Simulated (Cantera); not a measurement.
Input: 1 mol SiHCl3, 420 mol H2, held at 190 Pa.

Cantera equilibrium calculation (NASA polynomials, part measured and part estimated; ideal gas, pure solids and liquids). Candidate condensed phases: Si; 19 gas species. The tables' values for SiCl are old estimates; treat these amounts as uncertain. Gases not in the tables: Si2H6 and higher silanes. Rates play no part.

x: gas mole fraction; n: condensed amount in mol.

```json
[
 {"T (°C)": "877", "x H2": "0.993", "x H": "1.71e-6", "x HCl": "0.00689", "x Si": "1.04e-10", "x Cl": "1.04e-8", "x SiCl2": "0.000105", "x SiH": "9.49e-11", "n Si(s)": "0.954", "n Si(l)": "0"},
 {"T (°C)": "977", "x H2": "0.993", "x H": "1.11e-5", "x HCl": "0.00687", "x Si": "4.37e-9", "x Cl": "6.53e-8", "x SiCl2": "0.000120", "x SiH": "2.09e-9", "n Si(s)": "0.949", "n Si(l)": "0"},
 {"T (°C)": "1077", "x H2": "0.993", "x H": "5.45e-5", "x HCl": "0.00684", "x Si": "1.05e-7", "x Cl": "3.13e-7", "x SiCl2": "0.000133", "x SiH": "2.91e-8", "n Si(s)": "0.944", "n Si(l)": "0"},
 {"T (°C)": "1177", "x H2": "0.993", "x H": "___", "x HCl": "0.00682", "x Si": "___", "x Cl": "___", "x SiCl2": "0.000144", "x SiH": "___", "n Si(s)": "0.938", "n Si(l)": "0"},
 {"T (°C)": "1277", "x H2": "0.992", "x H": "0.000720", "x HCl": "0.00679", "x Si": "1.75e-5", "x Cl": "3.93e-6", "x SiCl2": "0.000155", "x SiH": "2.00e-6", "n Si(s)": "0.924", "n Si(l)": "0"},
 {"T (°C)": "1377", "x H2": "0.991", "x H": "0.00207", "x HCl": "0.00675", "x Si": "0.000141", "x Cl": "1.11e-5", "x SiCl2": "0.000164", "x SiH": "1.12e-5", "n Si(s)": "0.858", "n Si(l)": "0"},
 {"T (°C)": "1477", "x H2": "0.987", "x H": "0.00530", "x HCl": "0.00672", "x Si": "0.000790", "x Cl": "2.79e-5", "x SiCl2": "0.000152", "x SiH": "4.53e-5", "n Si(s)": "0", "n Si(l)": "0.557"},
 {"T (°C)": "1577", "x H2": "0.979", "x H": "0.0122", "x HCl": "0.00678", "x Si": "0.00209", "x Cl": "6.43e-5", "x SiCl2": "8.35e-5", "x SiH": "8.93e-5", "n Si(s)": "0", "n Si(l)": "0"},
 {"T (°C)": "1677", "x H2": "0.965", "x H": "0.0258", "x HCl": "0.00680", "x Si": "0.00219", "x Cl": "0.000136", "x SiCl2": "2.13e-5", "x SiH": "7.19e-5", "n Si(s)": "0", "n Si(l)": "0"},
 {"T (°C)": "1777", "x H2": "0.940", "x H": "0.0505", "x HCl": "0.00662", "x Si": "0.00222", "x Cl": "0.000263", "x SiCl2": "5.75e-6", "x SiH": "5.67e-5", "n Si(s)": "0", "n Si(l)": "0"},
 {"T (°C)": "1877", "x H2": "0.899", "x H": "0.0918", "x HCl": "0.00628", "x Si": "0.00219", "x Cl": "0.000469", "x SiCl2": "1.66e-6", "x SiH": "4.43e-5", "n Si(s)": "0", "n Si(l)": "0"},
 {"T (°C)": "1977", "x H2": "0.836", "x H": "___", "x HCl": "___", "x Si": "0.00214", "x Cl": "___", "x SiCl2": "___", "x SiH": "___", "n Si(s)": "0", "n Si(l)": "0"},
 {"T (°C)": "2077", "x H2": "0.745", "x H": "0.247", "x HCl": "0.00502", "x Si": "0.00204", "x Cl": "0.00119", "x SiCl2": "1.53e-7", "x SiH": "2.58e-5", "n Si(s)": "0", "n Si(l)": "0"}
]
```

Problem. Some entries are withheld; supply them.

Solution. 
- 1977, x H: 0.156
- 1977, x HCl: 0.00575
- 1977, x Cl: 0.000776
- 1977, x SiCl2: 4.99e-7
- 1977, x SiH: 3.42e-5
- 1177, x H: 0.000216
- 1177, x Si: 1.62e-6
- 1177, x Cl: 1.21e-6
- 1177, x SiH: 2.79e-7
